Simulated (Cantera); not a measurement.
A Cantera script and what it prints.

```python
import numpy as np
import cantera as ct

gas_names = """
    Cu CuF CuF2 Cu2 F F2
""".split()
cond_names = """
    Cu(cr) Cu(L) CuF2(s) CuF2(L)
""".split()


# ... load() reads the species with a 1 bar reference pressure and builds the phases ...
atoms = {
    'Cu': {'Cu': 1},
    'F2': {'F': 2},
}
top_T = {}  # K; cautious upper limits of use, not melting points


# ... equilibrate(T, P, feed) seeds the gas with the atoms and calls Mixture.equilibrate('TP', solver="vcs", rtol=1e-11, max_steps=5000) ...
results = []
feed = {'Cu': 1, 'F2': 4.5}  # mol
T = 823.15  # K
for P in [1, 5.2, 27, 140, 720, 3700, 19000, 100000]:
    mix = equilibrate(T, P, feed)
    results.append((T, P, feed, dict(zip(mix.species_names, mix.species_moles))))

top = {s: max(r[3][s] / sum(r[3][g] for g in gas_names) for r in results) for s in gas_names}
cols = sorted((s for s in top if top[s] > 1e-05), key=lambda s: -top[s])[:5]
seen = [c for c in cond_names if any(r[3].get(c, 0) > 1e-12 for r in results)]
print("log10 of partial pressures in bar; condensed amounts in mol")
print(f"{'P/Pa':>10s}" + "".join(f"{s[:9]:>10s}" for s in cols + seen))
for T, P, feed, n in results:
    ng = sum(n[g] for g in gas_names)
    print(f"{P:10.4g}" + "".join(f"{np.log10(max(n[s] / ng * P / 1e5, 1e-99)):10.3f}" for s in cols)
          + "".join(f"{n.get(c, 0):10.4g}" for c in seen))
```

Result:

```
log10 of partial pressures in bar; condensed amounts in mol
      P/Pa        F2         F      CuF2   CuF2(s)
         1    -6.198    -5.029    -7.792    0.9894
       5.2    -4.931    -4.395    -7.792    0.9982
        27    -3.873    -3.866    -7.792    0.9997
       140    -2.990    -3.425    -7.792         1
       720    -2.203    -3.031    -7.792         1
      3700    -1.458    -2.659    -7.792         1
   1.9e+04    -0.733    -2.296    -7.792         1
     1e+05    -0.005    -1.932    -7.792         1
```

Cantera equilibrium calculation (NASA polynomials, part measured and part estimated; ideal gas, pure solids and liquids).
